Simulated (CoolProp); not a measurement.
A Linde-Hampson liquefier for ethane: isothermal reversible compression at 320 K from 1 atm to 10 MPa, throttling to 1 atm, return gas leaving the recuperator 5 K below the feed. Each further row changes one setting.

Values from CoolProp's reference Helmholtz-energy equation of state, Bücker 2006.

```json
[
 {"case": "as stated", "liquid yield per pass": "0.426", "compression work (kJ/kg of gas)": "338"},
 {"case": "high pressure 20 MPa", "liquid yield per pass": "0.458", "compression work (kJ/kg of gas)": "366"},
 {"case": "warm-end temperature 350 K", "liquid yield per pass": "0.279", "compression work (kJ/kg of gas)": "395"},
 {"case": "warm-end gap 10 K", "liquid yield per pass": "0.418", "compression work (kJ/kg of gas)": "338"}
]
```
